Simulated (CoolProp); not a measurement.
Tetradecamethylhexasiloxane (MD4M) at several states: Z from the reference equation and from simpler models built on Tc = 380.0 °C, pc = 8.286 bar, ω = 0.800; each cubic takes its own stable root.

Values from CoolProp's reference Helmholtz-energy equation of state, Thol 2019.

| T (°C) | p (bar) | phase | reference |
|---|---|---|---|
| 63.55 | 0.441 | liquid | 0.008513 |
| 41.65 | 4.31 | liquid | 0.08676 |
| 70.15 | 1.41 | liquid | 0.02689 |
| 274.95 | 40.5 | liquid | 0.6262 |
| 326.15 | 11.6 | liquid | 0.1929 |
| 174.35 | 21.1 | liquid | 0.3492 |

Task: How far does each simpler model (van der Waals, Redlich-Kwong) lie from the reference over these 6 states: mean and median of the absolute difference, and the worst?

Result: 
- van der Waals: mean 74.8 %, median 79.0 %, worst +86.6 % at 41.65 °C and 4.31 bar
- Redlich-Kwong: mean 22.8 %, median 24.7 %, worst +26.0 % at 41.65 °C and 4.31 bar
